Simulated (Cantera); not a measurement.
Mixture: CH4 : O2 : N2 = 1 : 2.82 : 10.6 (molar parts), equivalence ratio 0.71, at 4.93 atm, adiabatic and at constant pressure. Ignition delay is the time to a rise of 400 K.

Model: GRI-Mech 3.0 (53 species, 325 reactions), integrated in Cantera.

Q: At T0 = 1400 K, what is the delay, and which 7 reactions control it most (d ln τ / d ln k, from doubling and halving each rate constant)?

A: The delay is 0.805 ms.
| reaction | d ln τ / d ln k | faster rate |
|---|---|---|
| 2 CH3 (+M) <=> C2H6 (+M) | 0.50 | lengthens it |
| CH3 + O2 <=> CH3O + O | -0.45 | shortens it |
| CH3 + HO2 <=> CH3O + OH | -0.30 | shortens it |
| H + O2 <=> O + OH | -0.30 | shortens it |
| CH3 + O2 <=> CH2O + OH | -0.26 | shortens it |
| CH4 + H <=> CH3 + H2 | 0.25 | lengthens it |
| CH2O + O2 <=> HCO + HO2 | -0.21 | shortens it |
